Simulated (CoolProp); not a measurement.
Properties of n-dodecane along the isobar 6.68 MPa (Tc = 658.1 K, pc = 1.818 MPa, ω = 0.574).

Computed with CoolProp (reference Helmholtz-energy equation of state, Lemmon 2004). It is a short technical equation, of lower accuracy than the large ones.

```tsv
T (K)	phase	Z	cp (kJ/(kg K))	cv (kJ/(kg K))	expansivity (1/kK)	viscosity (µPa s)
556.8	liquid	0.4442	3.172	2.769	1.641	143
563.2	liquid	0.4439	3.195	2.789	1.682	137
569.5	liquid	0.4437	3.218	2.809	1.725	132
575.8	liquid	0.4437	3.240	2.829	1.769	126
582.1	liquid	0.4439	3.262	2.848	1.816	121
588.4	liquid	0.4443	3.284	2.867	1.865	116
594.7	liquid	0.4448	3.305	2.886	1.917	111
601.1	liquid	0.4456	3.327	2.905	1.972	106
607.4	liquid	0.4466	3.349	2.924	2.028	102
613.7	liquid	0.4477	3.370	2.943	2.087	97.5
620	liquid	0.4491	3.391	2.961	2.149	93.3
```

Viscosity comes from a separate model (Huber 2004).
